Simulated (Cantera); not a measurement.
An isothermal, constant-pressure homogeneous reactor starts with H₂ : O₂ : N₂ = 0.36 : 1 : 0.65 (molar parts), at 1375 K and 10.00 Torr. Integrator tolerance rtol = 1e-08.

Cantera simulation using GRI-Mech 3.0 (53 species, 325 reactions); the numbers are that mechanism's predictions, not measurements. Radical loss at walls, strong at low pressure, is not modelled. The temperature is held fixed by assumption; the heat of reaction is taken as removed at once.

Q: What does this change do: temperature 1375 to 1198 K?

A: 
| quantity | before | after |
|---|---|---|
| x(H₂) at 7.00 s | 1.26e-6 (gas-phase equilibrium 7.84e-7) | 3.24e-7 (gas-phase equilibrium 3.12e-8) |
| x(O₂) at 7.00 s | 0.448 (gas-phase equilibrium 0.448) | 0.448 (gas-phase equilibrium 0.448) |
| x(OH) at 7.00 s | 0.000151 (gas-phase equilibrium 0.000119) | 4.69e-5 (gas-phase equilibrium 1.46e-5) |
| x(H₂O₂) at 7.00 s | 1.88e-9 (gas-phase equilibrium 1.44e-9) | 2.66e-9 (gas-phase equilibrium 3.58e-10) |
| x(NO) at 7.00 s | 5.85e-6 (gas-phase equilibrium 0.000619) | 2.79e-6 (gas-phase equilibrium 0.000190) |
| x(O) at 7.00 s | 5.97e-6 (gas-phase equilibrium 3.71e-6) | 1.45e-6 (gas-phase equilibrium 1.40e-7) |

Q: What does this change do: H2 0.36 to 0.062 parts?

A: 
```csv
quantity,before,after
x(H₂) at 7.00 s,1.26e-6 (gas-phase equilibrium 7.84e-7),8.26e-7 (gas-phase equilibrium 1.29e-7)
x(O₂) at 7.00 s,0.448 (gas-phase equilibrium 0.448),0.576 (gas-phase equilibrium 0.576)
x(OH) at 7.00 s,0.000151 (gas-phase equilibrium 0.000119),0.000139 (gas-phase equilibrium 5.51e-5)
x(H₂O₂) at 7.00 s,1.88e-9 (gas-phase equilibrium 1.44e-9),1.16e-9 (gas-phase equilibrium 3.05e-10)
x(NO) at 7.00 s,5.85e-6 (gas-phase equilibrium 0.000619),8.75e-7 (gas-phase equilibrium 0.000732)
x(O) at 7.00 s,5.97e-6 (gas-phase equilibrium 3.71e-6),2.68e-5 (gas-phase equilibrium 4.21e-6)
```
